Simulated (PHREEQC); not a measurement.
# Acid mine or pickling water (model solution)

Synthetic water in mmol/kgw, 25 °C, pH 2.85, pe 12.4: Na 1.16; K 2.57; Ca 1.92; Mg 0.0895; Cl 3.08; S(6) 4.24; Mn(2) 0.021.

Valence states are taken as typed.

Model: ion-association model, wateq4f.dat, run in PHREEQC.

Precipitation was switched off in this run.

Task: What ionic strength, charge-balance error does the model give?

Result: ionic strength 0.0144 mol/kgw; charge-balance error -9.9 %.

Task: In which forms is Na present?

Result: Na+ 99 %, NaSO4- 1.1 % of the Na.

Complexes and solids missing from the database can't appear.
